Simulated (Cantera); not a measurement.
**Adiabatic ignition**

An adiabatic, constant-pressure homogeneous reactor starts with CO : H2 : CH4 : O2 : N2 = 1 : 0.52 : 0.093 : 0.946 : 4.54 (molar parts), at 975 K and 0.987 atm.

Computed with Cantera and GRI-Mech 3.0 (53 species, 325 reactions). Below about 1000 K GRI-Mech 3.0 lacks low-temperature oxidation paths.

```
t (s)     T (K)    x CO     x H2    x CH4    x CH2     x NO2    x CH2O
--------  -----  ------  -------  -------  -------  --------  --------
3.00e-6     975   0.141   0.0732   0.0131   <1e-12    <1e-12    <1e-12
6.68e-6     975   0.141   0.0732   0.0131   <1e-12    <1e-12    <1e-12
1.49e-5     975   0.141   0.0732   0.0131   <1e-12    <1e-12    <1e-12
3.32e-5     975   0.141   0.0732   0.0131   <1e-12    <1e-12    <1e-12
7.39e-5     975   0.141   0.0732   0.0131   <1e-12    <1e-12  4.41e-12
0.000165    975   0.141   0.0732   0.0131   <1e-12    <1e-12  3.61e-11
0.000367    975   0.141   0.0732   0.0131   <1e-12    <1e-12  3.97e-10
0.000818    975   0.141   0.0732   0.0131   <1e-12    <1e-12   5.09e-8
0.00182    1132   0.140   0.0625  0.00967  3.00e-7  7.75e-12  0.000232
0.00406    2499  0.0377  0.00462   <1e-12   <1e-12   2.24e-7  6.88e-11
0.00904    2501  0.0373  0.00457   <1e-12   <1e-12   6.49e-7  6.82e-11
0.0201     2497  0.0374  0.00460   <1e-12   <1e-12   1.15e-6  6.89e-11
0.0449     2495  0.0375  0.00462   <1e-12   <1e-12   1.41e-6  6.93e-11
0.100      2495  0.0375  0.00462   <1e-12   <1e-12   1.44e-6  6.93e-11
```
x: mole fraction; the columns are a selection and need not sum to one.

| Quantity | Value |
|---|---|
| time of steepest temperature rise | 1.87 ms |
| temperature at 0.100 s | 2495 K |
| equilibrium temperature | 2495 K |
| x(CO) at 0.100 s | 0.0375 (gas-phase equilibrium 0.0375) |
| x(H2) at 0.100 s | 0.00462 (gas-phase equilibrium 0.00462) |
| x(CH4) at 0.100 s | <1e-12 (gas-phase equilibrium <1e-12) |
